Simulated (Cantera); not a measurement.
What does this Cantera script print?

```python
import numpy as np
import cantera as ct

gas_names = """
    NH3 O ZrO2 OH
""".split()
cond_names = """
    ZrN(s) ZrN(L)
""".split()


def load(file, names, dense=False):
    # The tables refer to 1 bar. Condensed volumes are neglected.
    table = {s.name: s for s in ct.Species.list_from_file(file)}
    out = []
    for n in names:
        d = dict(table[n].input_data)
        d["thermo"] = dict(d["thermo"], **{"reference-pressure": 1e5})
        if dense:
            d["equation-of-state"] = {"model": "constant-volume", "density": "1e6 g/cm^3"}
        out.append(ct.Species.from_dict(d))
    return out


species = {s.name: s for s in load("nasa_gas.yaml", gas_names) + load("nasa_condensed.yaml", cond_names)}
# Each term lists the table entries of one substance; the one whose range holds T is used.
reactions = {
    'NH3(g) + O(g) + ZrO2(g) = ZrN + 3 OH(g)':
        [(-1, ['NH3']), (-1, ['O']), (-1, ['ZrO2']), (1, ['ZrN(s)', 'ZrN(L)']), (3, ['OH'])],
}


def pick(names, T):
    return next(species[n] for n in names if species[n].thermo.min_temp <= T <= species[n].thermo.max_temp)


results = []
for label, terms in reactions.items():
    print(label)
    print("     T/K   dH/kJ  dS/(J/K)   dG/kJ   log10 K")
    for T in [300, 1225, 1275, 1325, 1375, 1425, 1475, 1525, 1575, 1625, 1675, 1725]:
        used = [(nu, pick(names, T)) for nu, names in terms]
        dH = sum(nu * s.thermo.h(T) for nu, s in used) / 1e6
        dS = sum(nu * s.thermo.s(T) for nu, s in used) / 1e3
        dG = dH - T * dS / 1e3
        logK = -dG * 1e6 / (ct.gas_constant * T * np.log(10))
        results.append((label, T, dH, dS, dG, logK, [s.name for _, s in used]))
        print(f"{T:8g} {dH:8.1f} {dS:8.1f} {dG:8.1f} {logK:8.2f}")
```

It prints:

```
NH3(g) + O(g) + ZrO2(g) = ZrN + 3 OH(g)
     T/K   dH/kJ  dS/(J/K)   dG/kJ   log10 K
     300   -164.2    -37.3   -153.0    26.64
    1225   -149.5    -12.1   -134.7     5.74
    1275   -149.0    -11.7   -134.1     5.49
    1325   -148.4    -11.2   -133.5     5.26
    1375   -147.8    -10.8   -133.0     5.05
    1425   -147.3    -10.4   -132.4     4.85
    1475   -146.7    -10.0   -131.9     4.67
    1525   -146.1     -9.6   -131.4     4.50
    1575   -145.5     -9.2   -130.9     4.34
    1625   -144.9     -8.9   -130.5     4.19
    1675   -144.3     -8.5   -130.1     4.06
    1725   -143.7     -8.1   -129.6     3.93
```

Standard-state values (1 bar) from the NASA 1993 polynomials, evaluated with Cantera. ZrN: taken at fixed stoichiometry. Condensed species are held in their standard states even where they would react or evaporate.
